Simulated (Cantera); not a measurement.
Input: 1 mol (CH₃)₂SiCl₂, 2.5 mol CH₄, 170 mol H₂, at 2423 K and 443 Torr.

Method: chemical equilibrium by Gibbs-energy minimisation in Cantera with the NASA 1993 tables (ideal gas, pure condensed phases). Candidate condensed phases: C, C₆H₆, C₇H₈, C₈H₁₈, Si, SiC; 109 gas species. The feed counts by its element totals alone. The tables' values for SiCl are old estimates; treat these amounts as uncertain. Gases not in the tables: Si₂H₆ and higher silanes. Equilibrium is a limit: real reactors are often held back by kinetics, nucleation or transport.

Question: What is the equilibrium state?

Answer: 
```json
{
 "x(H₂)": "0.957",
 "x(H)": "0.0226",
 "x(HCl)": "0.0107",
 "x(C₂H₂ (acetylene))": "0.00741",
 "x(Si)": "0.000882",
 "x(SiH)": "0.000198",
 "x(SiC₂)": "0.000182",
 "x(Cl)": "0.000180",
 "x(SiH₂)": "0.000146",
 "n(C(graphite))": "0.988 mol",
 "n(SiC(s))": "0.692 mol",
 "gas_amount": "181.3 mol",
 "log10 activity of Si(l) (absent)": "-0.70"
}
```
